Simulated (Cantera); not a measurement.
Feed: 1 mol Si₃N₄, 16 mol H₂O, 6 mol N₂, held at 74.0 Pa.

These are equilibrium values from Cantera (NASA tables, ideal gas, pure condensed phases), not measurements of a reactor. Candidate condensed phases: H₂O, Si, SiO₂, Si₂N₂O, Si₃N₄; 35 gas species. The tables hold silica as quartz up to 1696 K and as liquid above; real silica turns to tridymite and cristobalite and melts near 1996 K. Equilibrium is a limit: real reactors are often held back by kinetics, nucleation or transport.

Problem. Which condensed phases are stable at each of these points (T (K)): 948, 1048, 1148, 1248, 1348, 1448, 1548, 1648, 1748, 1848?

Solution. 
| T (K) | condensed phases | Si condensed (%) |
|---|---|---|
| 948 | SiO₂(β-quartz) | 100.0 |
| 1048 | SiO₂(β-quartz) | 100.0 |
| 1148 | SiO₂(β-quartz) | 100.0 |
| 1248 | SiO₂(β-quartz) | 100.0 |
| 1348 | SiO₂(β-quartz) | 100.0 |
| 1448 | SiO₂(β-quartz) | 100.0 |
| 1548 | SiO₂(β-quartz) | 100.0 |
| 1648 | SiO₂(β-quartz) | 99.9 |
| 1748 | SiO₂(condensed) | 99.5 |
| 1848 | SiO₂(condensed) | 96.6 |

From 948 K to 1648 K the condensed part is SiO₂(β-quartz). From 1748 K to 1848 K the condensed part is SiO₂(condensed).
